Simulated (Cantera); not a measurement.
**Ignition delay**

Mixture: 2.82 % C3H8, 20.5 % O2, 76.7 % N2, equivalence ratio 0.69, at 488 Torr, adiabatic and at constant volume. Ignition delay is the time to a rise of 400 K.

Model: GRI-Mech 3.0 (53 species, 325 reactions), integrated in Cantera. GRI-Mech 3.0 was tuned for natural gas; its chemistry of propane as a main component is partial and can be far from experiment.

```tsv
T0 (K)	delay (ms)
1150	20.1
1225	4.14
1300	1.08
1375	0.354
1450	0.146
1525	0.0724
1600	0.0417
```

```
Property                                                Result
--------------------------------------------------  ----------
apparent activation energy between 1450 and 1600 K  160 kJ/mol
```
